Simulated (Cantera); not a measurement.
Mixture: 11.3 % CH4, 4.50 % CO, 17.7 % O2, 66.6 % N2, at 1.00 bar, adiabatic and at constant volume. Ignition delay is the time to a rise of 400 K.

Cantera simulation using GRI-Mech 3.0 (53 species, 325 reactions); the numbers are that mechanism's predictions, not measurements.

Q: At T0 = 1773 K, what is the delay, and which 7 reactions control it most (d ln τ / d ln k, from doubling and halving each rate constant)?

A: The delay is 0.132 ms.
```json
[
 {"reaction": "CH3 + O2 <=> CH3O + O", "d ln τ / d ln k": "-0.32", "faster rate": "shortens it"},
 {"reaction": "H + O2 <=> O + OH", "d ln τ / d ln k": "-0.31", "faster rate": "shortens it"},
 {"reaction": "CH4 + H <=> CH3 + H2", "d ln τ / d ln k": "0.23", "faster rate": "lengthens it"},
 {"reaction": "CH3 + H (+M) <=> CH4 (+M)", "d ln τ / d ln k": "-0.19", "faster rate": "shortens it"},
 {"reaction": "2 CH3 <=> C2H5 + H", "d ln τ / d ln k": "-0.13", "faster rate": "shortens it"},
 {"reaction": "CH3 + HO2 <=> CH3O + OH", "d ln τ / d ln k": "-0.10", "faster rate": "shortens it"},
 {"reaction": "2 CH3 (+M) <=> C2H6 (+M)", "d ln τ / d ln k": "0.08", "faster rate": "lengthens it"}
]
```
